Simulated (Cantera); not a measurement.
Charge: 1 mol BN, 7.1 mol N2, equilibrated at 0.00220 bar.

Method: chemical equilibrium by Gibbs-energy minimisation in Cantera with the NASA 1993 tables (ideal gas, pure condensed phases). Candidate condensed phases: B, BN; 5 gas species. Equilibrium is a limit: real reactors are often held back by kinetics, nucleation or transport.

Task: At 2198 K, list the 3 most abundant gas species with their mole fractions, and the condensed phases.

Result: N2 0.999, B 0.00107, BN 3.44e-5. Condensed: BN(s).
